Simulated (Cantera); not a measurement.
An isothermal, constant-pressure homogeneous reactor starts with CH4 : CO2 : H2 = 1 : 0.6 : 0.12 (molar parts), at 1400 K and 1.60 bar. Integrator tolerance rtol = 1e-08.

Detailed kinetics in Cantera: GRI-Mech 3.0 (53 species, 325 reactions). GRI-Mech 3.0 stops at C3 and has no aromatics, soot or wall deposition, so with more carbon than oxygen in the feed, carbon stays in small species such as C2H2 where larger ones or solid carbon would form.

Problem. What does this change do: CO2 0.6 to 1.5 parts?

Solution. 
```tsv
quantity	before	after
x(CH4) at 4.00 s	0.252 (gas-phase equilibrium 0.113)	0.165 (gas-phase equilibrium 1.77e-5)
x(CO2) at 4.00 s	0.145 (gas-phase equilibrium 5.95e-6)	0.324 (gas-phase equilibrium 0.0402)
x(H2) at 4.00 s	0.223 (gas-phase equilibrium 0.472)	0.109 (gas-phase equilibrium 0.391)
x(C2H) at 4.00 s	4.78e-10 (gas-phase equilibrium 3.58e-11)	4.85e-10 (gas-phase equilibrium <1e-12)
x(CH2CO) at 4.00 s	1.16e-5 (gas-phase equilibrium 7.71e-7)	1.76e-5 (gas-phase equilibrium 1.80e-10)
x(H) at 4.00 s	1.33e-6 (gas-phase equilibrium 2.66e-6)	7.84e-7 (gas-phase equilibrium 2.42e-6)
```

Problem. What does this change do: CH4 1 to 0.28 parts?

Solution. 
```csv
quantity,before,after
x(CH4) at 4.00 s,0.252 (gas-phase equilibrium 0.113),0.133 (gas-phase equilibrium 5.01e-6)
x(CO2) at 4.00 s,0.145 (gas-phase equilibrium 5.95e-6),0.349 (gas-phase equilibrium 0.0845)
x(H2) at 4.00 s,0.223 (gas-phase equilibrium 0.472),0.0949 (gas-phase equilibrium 0.315)
x(C2H) at 4.00 s,4.78e-10 (gas-phase equilibrium 3.58e-11),3.90e-10 (gas-phase equilibrium <1e-12)
x(CH2CO) at 4.00 s,1.16e-5 (gas-phase equilibrium 7.71e-7),1.62e-5 (gas-phase equilibrium 6.07e-11)
x(H) at 4.00 s,1.33e-6 (gas-phase equilibrium 2.66e-6),7.49e-7 (gas-phase equilibrium 2.17e-6)
```
